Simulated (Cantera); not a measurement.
Input: 1 mol CuF₂, 71 mol N₂, equilibrated at 1298 K and 1.33 mbar.

Method: chemical equilibrium by Gibbs-energy minimisation in Cantera with the NASA 1993 tables (ideal gas, pure condensed phases). Candidate condensed phases: Cu, CuF₂; 11 gas species. Rates play no part.

Base state: N₂ 0.985, CuF₂ 0.0130, CuF 0.000894, F 0.000894 (mole fractions); condensed: gas only.

### Question
What changes in the equilibrium state with this change: temperature from 1298 K to 1473.15 K?

### Answer
```csv
species,before,after
N₂,0.985,0.981
CuF₂,0.0130,0.00905
F,0.000894,0.00478
CuF,0.000894,0.00478
```
